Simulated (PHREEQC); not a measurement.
Dissolve 0.012 mol KHCO3, 3.3e-05 mol NaF and 0.088 mol LiCl per kg of water at 25 °C and 100 atm. Closed to the air; pH follows from the charge balance.

The numbers come from PHREEQC with the ion-association model, phreeqc.dat.

- pH: 8.08
- ionic strength: 0.100 mol/kgw
- specific conductance: 9640 µS/cm
- density: 1.004 g/cm³
- total alkalinity: 12.0 meq/kg

| species | molality | activity | log γ |
|---|---|---|---|
| Cl- | 0.0880 | 0.0675 | -0.115 |
| Li+ | 0.0880 | 0.0701 | -0.099 |
| K+ | 0.0120 | 0.00918 | -0.116 |
| HCO3- | 0.0117 | 0.00923 | -0.103 |
| CO2 | 0.000152 | 0.000156 | 0.010 |
| CO3-2 | 0.000150 | 5.83e-5 | -0.412 |
| F- | 3.30e-5 | 2.52e-5 | -0.118 |

Precipitation was switched off in this run. Under pressure, the constants of complexes without a molar volume in the database are unreliable.
